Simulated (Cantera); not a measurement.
A freely propagating, adiabatic, planar premixed flame of CH4 : H2 : O2 : N2 = 1 : 0.037 : 2.04 : 7.67 (molar parts), equivalence ratio 0.99, unburnt at 600 K and 0.130 bar; mixture-averaged transport, grid criteria slope 0.08 and curve 0.16, no radiation.

Cantera simulation using GRI-Mech 3.0 (53 species, 325 reactions); the numbers are that mechanism's predictions, not measurements. Burning velocities carry a grid error of a few per cent, more on coarse grids.

What does this change do: 0.72 parts CO2 added?


| quantity | before | after |
|---|---|---|
| laminar burning velocity | 190 cm/s | 141 cm/s |
| thermal thickness | 1.99 mm | 2.41 mm |
| peak x(C2H6) | 0.00104 | 0.00103 |
| peak x(H) | 0.0171 | 0.0123 |
| peak x(HO2) | 0.000160 | 0.000134 |

What does this change do: O2 2.04 to 2.6 parts?


```json
[
 {"quantity": "laminar burning velocity", "before": "190 cm/s", "after": "219 cm/s"},
 {"quantity": "thermal thickness", "before": "1.99 mm", "after": "1.77 mm"},
 {"quantity": "peak x(C2H6)", "before": "0.00104", "after": "0.000756"},
 {"quantity": "peak x(H)", "before": "0.0171", "after": "0.0151"},
 {"quantity": "peak x(HO2)", "before": "0.000160", "after": "0.000220"}
]
```
